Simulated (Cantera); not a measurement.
Feed: 1 mol B2H6, 5.8 mol O2, held at 1673 K and 0.000290 bar.

These are equilibrium values from Cantera (NASA tables, ideal gas, pure condensed phases), not measurements of a reactor. Candidate condensed phases: B, B2O3, B3O3H3, H2O; 23 gas species. The feed counts by its element totals alone. The numbers say what is thermodynamically allowed, not how fast it happens.

Base state: O2 0.408, H2O 0.306, HBO2 0.263, B2O3 0.0128, BO2 0.00501, OH 0.00477, O 0.00125, H2 0.000424 (mole fractions); condensed: gas only.

What changes in the equilibrium state with this change: pressure from 0.000290 bar to 0.0133 bar?


| species | before | after |
|---|---|---|
| O2 | 0.408 | 0.410 |
| H2O | 0.306 | 0.307 |
| HBO2 | 0.263 | 0.266 |
| BO2 | 0.00501 | 0.00195 |
| OH | 0.00477 | 0.00184 |
| B2O3 | 0.0128 | 0.0130 |
| (HBO2)3 | 5.55e-9 | 1.22e-5 |
| H | 0.000138 | 7.80e-6 |
Gases not in the tables: H3BO3.
